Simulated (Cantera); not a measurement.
# Iron carbonyl, mercury and lead vapours: Pb + H₂

Charge: 1 mol Pb, 5 mol H₂.

Method: chemical equilibrium by Gibbs-energy minimisation in Cantera with the NASA 1993 tables (ideal gas, pure condensed phases). Candidate condensed phases: Pb; 4 gas species. The numbers say what is thermodynamically allowed, not how fast it happens.

### Question
Map the stable condensed phases over T = 873, 923, 973, 1023, 1073, 1123, 1173, 1223, 1273, 1323 K and P in Pa = 10, 32, 100, 320, 1000, 3200, 10000, 32000, 100000, 320000, 1000000.

### Answer
```
T in K \ P in Pa
              10      32     100     320    1000    3200   10000   32000  100000  320000 1000000
   1323        A       A       A       A       A       B       B       B       B       B       B
   1273        A       A       A       A       A       B       B       B       B       B       B
   1223        A       A       A       A       B       B       B       B       B       B       B
   1173        A       A       A       B       B       B       B       B       B       B       B
   1123        A       A       A       B       B       B       B       B       B       B       B
   1073        A       A       B       B       B       B       B       B       B       B       B
   1023        A       B       B       B       B       B       B       B       B       B       B
    973        B       B       B       B       B       B       B       B       B       B       B
    923        B       B       B       B       B       B       B       B       B       B       B
    873        B       B       B       B       B       B       B       B       B       B       B
```
A: gas only; B: Pb.
